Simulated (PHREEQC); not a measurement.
A column of 0.1 m (40 cells, dispersivity 0.005 m, 3600 s a shift, diffusion coefficient 3e-10 m²/s) holds 0.0019 eq of the database's cation exchanger X per kg of pore water, first in equilibrium with 0.029 mol KCl, 0.016 mol Na2SO4 and 1e-05 mol HCl per kg of water. It is flushed with 0.00036 mol/kgw MgSO4 and 1e-05 mol/kgw HCl, at 40 °C. Values are for the last cell. The system is closed to CO2. Nothing may precipitate in this run.

Base run: PHREEQC, ion-association model, phreeqc.dat. Each further column changes one thing. The table gives K in solution (mol/kgw).

| pore volumes | base | exchange capacity from 0.0019 to 0.00095 eq/kgw | dispersivity from 0.005 to 0.01 m |
|---|---|---|---|
| 0 | 0.0290 | 0.0290 | 0.0290 |
| 1.262 | 0.00588 | 0.00590 | 0.00695 |
| 2.263 | 0.000605 | ___ | 0.000980 |
| 3.513 | 0.000676 | 1.79e-6 | 0.000450 |
| 4.513 | 3.69e-6 | 2.65e-8 | 2.31e-5 |
| 5.763 | 2.37e-8 | 1.37e-10 | 1.18e-6 |
| 6.763 | 5.03e-10 | 2.04e-12 | ___ |
| 8.012 | 4.39e-12 | 1.06e-14 | ___ |

What belongs in the gaps?


- 2.263, exchange capacity from 0.0019 to 0.00095 eq/kgw: 0.000476
- 6.763, dispersivity from 0.005 to 0.01 m: 1.19e-7
- 8.012, dispersivity from 0.005 to 0.01 m: 6.83e-9

At this temperature some constants are extrapolated from 25 °C, and those without enthalpy data are left unchanged.
